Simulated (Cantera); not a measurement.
Charge: 1 mol Si, 5.1 mol F2, 2.3 mol N2, 15 mol HCl, at 1200 K and 25.0 Pa.

Equilibrium computed with Cantera from the NASA thermochemical tables; the gas is ideal and each condensed phase is pure. Candidate condensed phases: NH4Cl, Si, Si3N4; 49 gas species. Rates play no part.

Base state: HCl 0.392, HF 0.277, N2 0.103, Cl2 0.0928, Cl 0.0910, SiF4 0.0446 (mole fractions); condensed: gas only.

What changes in the equilibrium state with this change: F2 from 5.1 to 0.54 mol?


| species | before | after |
|---|---|---|
| HCl | 0.392 | 0.722 |
| N2 | 0.103 | 0.136 |
| H2 | 2.18e-9 | 0.0809 |
| HF | 0.277 | 0.00187 |
| Cl2 | 0.0928 | 8.45e-9 |
| SiCl4 | <1e-9 | 0.0365 |
| Cl | 0.0910 | 2.75e-5 |
| SiF4 | 0.0446 | 0.0152 |
| SiCl3 | <1e-9 | 0.00365 |
| SiCl2 | <1e-9 | 0.00320 |
| SiF3 | 1.01e-9 | 0.000311 |
The tables' values for SiCl3, SiF3 are old estimates; treat these amounts as uncertain.

What changes in the equilibrium state with this change: HCl from 15 to 1.4 mol?


| species | before | after |
|---|---|---|
| F | 1.36e-7 | 0.368 |
| N2 | 0.103 | 0.239 |
| HF | 0.277 | 0.145 |
| HCl | 0.392 | 1.04e-8 |
| ClF | 3.50e-7 | 0.129 |
| Cl2 | 0.0928 | 0.00172 |
| Cl | 0.0910 | 0.0124 |
| SiF4 | 0.0446 | 0.104 |
| F2 | <1e-9 | 0.000128 |
